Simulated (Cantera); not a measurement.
A closed system holds: 1 mol AlCl3, 0.88 mol HCl, 22 mol N2, at 1352 °C and 930 Pa.

These are equilibrium values from Cantera (NASA tables, ideal gas, pure condensed phases), not measurements of a reactor. Candidate condensed phases: Al, AlCl3, AlN, NH4Cl; 20 gas species. The tables' values for AlCl2 are old estimates; treat these amounts as uncertain. Rates play no part.

Base state: N2 0.920, AlCl3 0.0406, HCl 0.0365, Cl 0.00169, AlCl2 0.00108, H2 0.000155, AlCl 0.000145 (mole fractions); condensed: gas only.

What changes in the equilibrium state with this change: temperature from 1352 °C to 350 °C?


```tsv
species	before	after
N2	0.920	0.926
HCl	0.0365	0.0370
AlCl3	0.0406	0.0317
Al2Cl6	9.09e-9	0.00521
Cl	0.00169	<1e-9
AlCl2	0.00108	<1e-9
H2	0.000155	<1e-9
AlCl	0.000145	<1e-9
```

What changes in the equilibrium state with this change: pressure from 930 Pa to 59.0 Pa?


```tsv
species	before	after
N2	0.920	0.915
AlCl3	0.0406	0.0363
HCl	0.0365	0.0363
Cl	0.00169	0.00728
AlCl	0.000145	0.00173
H	9.12e-6	3.31e-5
AlCl2	0.00108	0.00353
```
